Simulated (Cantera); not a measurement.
A closed system holds: 1 mol C₂F₆, a varied amount of CH₄, held at 16.0 Pa.

Points: T (K) = 725, 875, 1025, 1175, 1325, 1475, 1625, 1775, 1925, 2075; n(CH4) (mol) = 0.15, 0.3, 0.45, 0.61, 0.76, 0.91, 1.1, 1.2, 1.4, 1.5.

Cantera's Mixture.equilibrate('TP', solver="vcs", rtol=1e-11, max_steps=5000) on the NASA tables stopped like this:

```
ERROR: FAILURE its = 5001!

*******************************************************************************
CanteraError thrown by MultiPhase::equilibrate:
VCS solver failed. Return code: -1
*******************************************************************************
```

**Question.** What got this run through?

**Answer.** This is not unique; one that fits is The failure is numerical, not chemical. The same input converged with solver="gibbs", rtol=1e-10, max_steps=50000, and the result passed a check of the equilibrium conditions:
```
    725       0.15  C(gr)
    725        0.3  C(gr)
    725       0.45  C(gr)
    725       0.61  C(gr)
    725       0.76  C(gr)
    725       0.91  C(gr)
    725        1.1  C(gr)
    725        1.2  C(gr)
    725        1.4  C(gr)
    725        1.5  C(gr)
    875       0.15  C(gr)
    875        0.3  C(gr)
    875       0.45  C(gr)
    875       0.61  C(gr)
    875       0.76  C(gr)
    875       0.91  C(gr)
    875        1.1  C(gr)
    875        1.2  C(gr)
    875        1.4  C(gr)
    875        1.5  C(gr)
   1025       0.15  C(gr)
   1025        0.3  C(gr)
   1025       0.45  C(gr)
   1025       0.61  C(gr)
   1025       0.76  C(gr)
   1025       0.91  C(gr)
   1025        1.1  C(gr)
   1025        1.2  C(gr)
   1025        1.4  C(gr)
   1025        1.5  C(gr)
   1175       0.15  C(gr)
   1175        0.3  C(gr)
   1175       0.45  C(gr)
   1175       0.61  C(gr)
   1175       0.76  C(gr)
   1175       0.91  C(gr)
   1175        1.1  C(gr)
   1175        1.2  C(gr)
   1175        1.4  C(gr)
   1175        1.5  C(gr)
   1325       0.15  C(gr)
   1325        0.3  C(gr)
   1325       0.45  C(gr)
   1325       0.61  C(gr)
   1325       0.76  C(gr)
   1325       0.91  C(gr)
   1325        1.1  C(gr)
   1325        1.2  C(gr)
   1325        1.4  C(gr)
   1325        1.5  C(gr)
   1475       0.15  C(gr)
   1475        0.3  C(gr)
   1475       0.45  C(gr)
   1475       0.61  C(gr)
   1475       0.76  C(gr)
   1475       0.91  C(gr)
   1475        1.1  C(gr)
   1475        1.2  C(gr)
   1475        1.4  C(gr)
   1475        1.5  C(gr)
   1625       0.15  C(gr)
   1625        0.3  C(gr)
   1625       0.45  C(gr)
   1625       0.61  C(gr)
   1625       0.76  C(gr)
   1625       0.91  C(gr)
   1625        1.1  C(gr)
   1625        1.2  C(gr)
   1625        1.4  C(gr)
   1625        1.5  C(gr)
   1775       0.15  C(gr)
   1775        0.3  C(gr)
   1775       0.45  C(gr)
   1775       0.61  C(gr)
   1775       0.76  C(gr)
   1775       0.91  C(gr)
   1775        1.1  C(gr)
   1775        1.2  C(gr)
   1775        1.4  C(gr)
   1775        1.5  C(gr)
   1925       0.15  C(gr)
   1925        0.3  C(gr)
   1925       0.45  C(gr)
   1925       0.61  C(gr)
   1925       0.76  C(gr)
   1925       0.91  C(gr)
   1925        1.1  C(gr)
   1925        1.2  C(gr)
   1925        1.4  C(gr)
   1925        1.5  C(gr)
   2075       0.15  C(gr)
   2075        0.3  C(gr)
   2075       0.45  C(gr)
   2075       0.61  C(gr)
   2075       0.76  C(gr)
   2075       0.91  C(gr)
   2075        1.1  C(gr)
   2075        1.2  C(gr)
   2075        1.4  C(gr)
   2075        1.5  C(gr)
```

The gas is ideal and each condensed phase is pure. The feed counts by its element totals alone.
